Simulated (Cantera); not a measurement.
An adiabatic, constant-pressure homogeneous reactor starts with CH4 : O2 : N2 = 1 : 2.25 : 8.45 (molar parts), equivalence ratio 0.89, at 1100 K and 28.0 bar.

Detailed kinetics in Cantera: GRI-Mech 3.0 (53 species, 325 reactions). The pressure lies above the range GRI-Mech 3.0 was tuned for (to about 10 atm).

**Question.** Predict: time of steepest temperature rise; temperature at 5.00 s; equilibrium temperature; x(O2) at 5.00 s; x(CO2) at 5.00 s; x(H2O) at 5.00 s.

**Answer.** 
```json
{
  "time_of_steepest_temperature_rise": "5.45 ms",
  "temperature at 5.00 s": "2669 K",
  "equilibrium_temperature": "2669 K",
  "x(O2) at 5.00 s": "0.0203 (gas-phase equilibrium 0.0203)",
  "x(CO2) at 5.00 s": "0.0761 (gas-phase equilibrium 0.0761)",
  "x(H2O) at 5.00 s": "0.163 (gas-phase equilibrium 0.163)"
}
```
